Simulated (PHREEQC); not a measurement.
Make-up at 15 °C: 0.63 mol CaCl2, 0.11 mol SrCl2 and 3.1e-05 mol H4SiO4 per kg of water. Closed to the air; pH follows from the charge balance.

All values are PHREEQC results (Pitzer model, pitzer.dat), not measurements.

**Question.** The ionic strength comes out as 2.22 mol/kgw. What activity coefficients do Ca+2, Cl-, Sr+2 get?

**Answer.** Ca+2 0.33, Cl- 0.56, Sr+2 0.31. Single-ion values are on the MacInnes scale.

This is a speciation only: nothing precipitates in the calculation. In brines, pH and single-ion activities rest on the MacInnes convention.
